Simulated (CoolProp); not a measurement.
Vapour-liquid equilibrium of R22 (1) + benzene (2) at 32.35 °C; x and y are mole fractions of (1).

The numbers come from the multi-fluid Helmholtz-energy mixture model, Kamei 1995 and Thol 2012; pair parameters Bell 2016 in CoolProp.

Give the bubble pressure and the first vapour's composition at x = 0.15, 0.35, 0.65. Is there an azeotrope?

x = 0.15: 0.2179 MPa, y = 0.924; x = 0.35: 0.4368 MPa, y = 0.966; x = 0.65: 0.7807 MPa, y = 0.987. No azeotrope shows between x = 0.05 and 0.95.

Pair parameters are fitted to limited data, so mixtures are less certain than the pure fluids. The gap from Raoult's law changes sign with composition, which may be real or a fault of the pair parameters; it wasn't checked against measurements.
